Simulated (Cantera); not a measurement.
## Thermodynamics of calcination and drying, feed MgCO3 + CO2 + H2

Feed: 1 mol MgCO3, 0.28 mol CO2, 0.12 mol H2, at 10.0 Torr.

Cantera equilibrium calculation (NASA polynomials, part measured and part estimated; ideal gas, pure solids and liquids). Candidate condensed phases: C, C6H6, C7H8, C8H18, H2O, Mg, MgCO3, MgO, Mg(OH)2; 116 gas species. Equilibrium is a limit: real reactors are often held back by kinetics, nucleation or transport.

From 675 K to 1975 K the condensed part is MgO(s).

```csv
T (K),x CO2,x CO,x H2O,x H2,n MgO(s)
675,0.864,0.0502,0.0504,0.0351,1.00
775,0.852,0.0625,0.0625,0.0232,1.00
875,0.844,0.0703,0.0703,0.0154,1.00
975,0.839,0.0750,0.0750,0.0107,1.00
1075,0.836,0.0779,0.0779,0.00781,1.00
1175,0.835,0.0798,0.0798,0.00596,1.00
1275,0.833,0.0810,0.0810,0.00473,1.00
1375,0.832,0.0818,0.0818,0.00389,1.00
1475,0.832,0.0824,0.0824,0.00329,1.00
1575,0.831,0.0829,0.0828,0.00285,1.00
1675,0.831,0.0833,0.0831,0.00251,1.00
1775,0.830,0.0839,0.0832,0.00226,1.000
1875,0.826,0.0864,0.0829,0.00211,1.000
1975,0.811,0.0962,0.0816,0.00216,1.000
```
x: gas mole fraction; n: condensed amount in mol.
